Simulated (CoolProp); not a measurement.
Vapour-liquid equilibrium of acetone (1) + methanol (2) at 34.25 °C; x and y are mole fractions of (1).

Model: multi-fluid Helmholtz-energy mixture model, Lemmon 2006 and de Reuck 1993; pair parameters Bell 2016, in CoolProp.

```tsv
x	bubble pressure, mixture model (MPa)	bubble pressure, Raoult's law (MPa)	y, mixture model	y, Raoult's law
0.05	0.02991	0.02793	0.137	0.081
0.125	0.03335	0.02929	0.277	0.193
0.2	0.03600	0.03065	0.374	0.295
0.275	0.03809	0.03201	0.448	0.388
0.35	0.03978	0.03337	0.509	0.474
0.425	0.04118	0.03472	0.563	0.553
0.5	0.04235	0.03608	0.613	0.626
0.575	0.04333	0.03744	0.662	0.693
0.65	0.04414	0.03880	0.711	0.756
0.725	0.04477	0.04016	0.762	0.815
0.8	0.04521	0.04152	0.817	0.870
0.875	0.04543	0.04288	0.878	0.921
0.95	0.04537	0.04424	0.947	0.969
```

The largest gap from Raoult's law is +19.2 % in bubble pressure, at x = 0.35. y crosses x between x = 0.875 and 0.95: the model has an azeotrope there.

The pair parameters rest on a limited set of measurements; away from them the model extrapolates.
